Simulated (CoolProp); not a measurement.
Isobutane at 293.15 K and 0.253 MPa flows at 2.5 m/s in a round tube of 25 mm bore and 1.5 µm roughness, fully developed (64/Re and Nu = 3.66 if laminar; Colebrook and Gnielinski if turbulent). Each further row changes one setting.

The numbers come from the reference Helmholtz-energy equation of state, Bücker 2006 in CoolProp.

```json
[
 {"case": "as stated", "Reynolds number": "55300", "Darcy friction factor": "0.0207", "pressure drop (Pa/m)": "16.8", "heat-transfer coefficient (W/(m² K))": "79.2", "mass flow (kg/h)": "28.8"},
 {"case": "velocity 5 m/s", "Reynolds number": "111000", "Darcy friction factor": "0.0180", "pressure drop (Pa/m)": "58.5", "heat-transfer coefficient (W/(m² K))": "138", "mass flow (kg/h)": "57.5"},
 {"case": "diameter 50 mm", "Reynolds number": "111000", "Darcy friction factor": "0.0178", "pressure drop (Pa/m)": "7.24", "heat-transfer coefficient (W/(m² K))": "68.3", "mass flow (kg/h)": "115"}
]
```

Viscosity comes from a separate model (Vogel 2000). Thermal conductivity comes from a separate model (Perkins 2002).
